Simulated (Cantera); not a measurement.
Charge: 1 mol SiC, 0.36 mol Si, 0.087 mol H₂, at 1.20 bar.

Cantera equilibrium calculation (NASA polynomials, part measured and part estimated; ideal gas, pure solids and liquids). Candidate condensed phases: C, C₆H₆, C₇H₈, C₈H₁₈, Si, SiC; 87 gas species. Mutual solubility and eutectic melting of coexisting phases are not modelled. Gases not in the tables: Si₂H₆ and higher silanes. Equilibrium is a limit: real reactors are often held back by kinetics, nucleation or transport.

x: gas mole fraction; n: condensed amount in mol.

```
T (K)   x H₂       x H      x Si    x Si₂C    x SiC₂  x C₂H₂ (acetylene)     x SiH  n Si(s)  n SiC(s)  n Si(l)
-----  -----  --------  --------  --------  --------  ------------------  --------  -------  --------  -------
1423   1.000   6.06e-6   1.27e-9  1.02e-12    <1e-12            9.67e-11   6.25e-9    0.360     1.000        0
1623   1.000   6.31e-5   1.30e-7  4.83e-10    <1e-12             4.50e-9   2.87e-7    0.360     1.000        0
1823   1.000  0.000395   3.68e-6   4.41e-8  4.38e-11             1.51e-7   4.31e-6        0     1.000    0.360
2023   0.998       ___       ___       ___       ___                 ___       ___        0     1.000    0.360
2223   0.993   0.00583  0.000383   2.43e-5   5.31e-7             3.81e-5  0.000177        0     1.000    0.360
2423   0.980       ___       ___       ___       ___                 ___       ___        0     1.000    0.360
2623   0.945    0.0374   0.00950   0.00184  0.000343             0.00167   0.00224        0     0.999    0.359
2823   0.860    0.0751    0.0335   0.00990   0.00430             0.00680   0.00581        0     0.997    0.356
3023   0.654     0.125    0.0996    0.0423    0.0382              0.0189    0.0120        0     0.981    0.349
```

**Question.** What belongs in the gaps?

**Answer.** 
- 2423, x H: 0.0160
- 2423, x Si: 0.00218
- 2423, x Si₂C: 0.000254
- 2423, x SiC₂: 1.78e-5
- 2423, x C₂H₂ (acetylene): 0.000299
- 2423, x SiH: 0.000706
- 2023, x H: 0.00173
- 2023, x Si: 4.74e-5
- 2023, x Si₂C: 1.43e-6
- 2023, x SiC₂: 7.76e-9
- 2023, x C₂H₂ (acetylene): 3.17e-6
- 2023, x SiH: 3.34e-5
